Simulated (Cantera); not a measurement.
## Catalytic combustion on Pt

An isothermal plug-flow reactor at 950 K and 500000 Pa (inlet), inlet velocity 0.65 m/s, active area per volume 630 1/m; feed 0.390 % H₂, 2.32 % O₂, 96.3 % N₂, 1.000 % H₂O, equivalence ratio 0.084.

Model: Deutschmann's 1995 Pt surface mechanism with GRI-Mech 3.0 gas chemistry, integrated in Cantera. Catalytic surfaces can have several steady states; this one follows from the mechanism file's or the stated starting coverage. Mass transfer to the wall is taken as infinitely fast.

| z (m) | x H₂ | x O₂ | x H₂O | θ free Pt | θ O* | θ OH* |
|---|---|---|---|---|---|---|
| 0.00028 | 0.000502 | 0.0215 | 0.0134 | 0.158 | 0.837 | 0.00515 |
| 0.00061 | 8.45e-5 | 0.0213 | 0.0138 | 0.145 | 0.850 | 0.00501 |
| 0.0013 | 2.38e-6 | 0.0213 | 0.0139 | 0.143 | 0.852 | 0.00498 |
| 0.0028 | 1.06e-9 | 0.0213 | 0.0139 | 0.143 | 0.852 | 0.00498 |
| 0.0061 | 1.78e-11 | 0.0213 | 0.0139 | 0.143 | 0.852 | 0.00498 |
| 0.013 | 1.77e-11 | 0.0213 | 0.0139 | 0.143 | 0.852 | 0.00498 |
| 0.028 | 1.77e-11 | 0.0213 | 0.0139 | 0.143 | 0.852 | 0.00498 |
x: gas mole fraction; θ: surface coverage.
